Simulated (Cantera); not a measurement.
A perfectly stirred reactor is fed with H2 : O2 = 0.023 : 1 (molar parts), equivalence ratio 0.011, at 2500 Pa; it is held at 1350 K, and followed from long to short residence time.

Model: the H2/O2 subset of GRI-Mech 3.0, which has no nitrogen chemistry, integrated in Cantera. Radical loss at walls, strong at low pressure, is not modelled.

**Question.** Predict: x(H2) at τ = 0.500 s; x(O2) at τ = 0.500 s; x(HO2) at τ = 0.500 s; x(H2O2) at τ = 0.500 s; x(H) at τ = 0.500 s; x(H2) at τ = 13.0 ms; x(O2) at τ = 13.0 ms; x(HO2) at τ = 13.0 ms; x(H2O2) at τ = 13.0 ms; x(H) at τ = 13.0 ms.

**Answer.** 
| Property | Value |
|---|---|
| x(H2) at τ = 0.500 s | 6.44e-5 |
| x(O2) at τ = 0.500 s | 0.974 |
| x(HO2) at τ = 0.500 s | 8.51e-7 |
| x(H2O2) at τ = 0.500 s | 3.10e-8 |
| x(H) at τ = 0.500 s | 0.000103 |
| x(H2) at τ = 13.0 ms | 0.000508 |
| x(O2) at τ = 13.0 ms | 0.962 |
| x(HO2) at τ = 13.0 ms | 1.95e-6 |
| x(H2O2) at τ = 13.0 ms | 5.84e-8 |
| x(H) at τ = 13.0 ms | 0.00111 |
